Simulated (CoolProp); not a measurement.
A simple Rankine cycle with R124: condensing at 314.15 K, boiler at 2.17 MPa, turbine inlet 408.5 K, turbine efficiency 0.9, pump efficiency 0.7, no recuperator. Each further row changes one setting.

Computed with CoolProp (reference Helmholtz-energy equation of state, de Vries 1995).

```csv
case,thermal efficiency (%),net work (kJ/kg),heat in (kJ/kg),turbine exit temperature (K),volume ratio over the turbine
as stated,10.5,21.3,202,365.8,3.72
turbine inlet 428.5 K,10.4,23.3,223,387.1,3.63
condensing temperature 306.15 K,12.0,25.3,212,359.4,4.65
boiler pressure 1.52 MPa,7.9,16.6,210,379.7,2.51
turbine efficiency 0.8,9.3,18.7,202,368.8,3.76
```
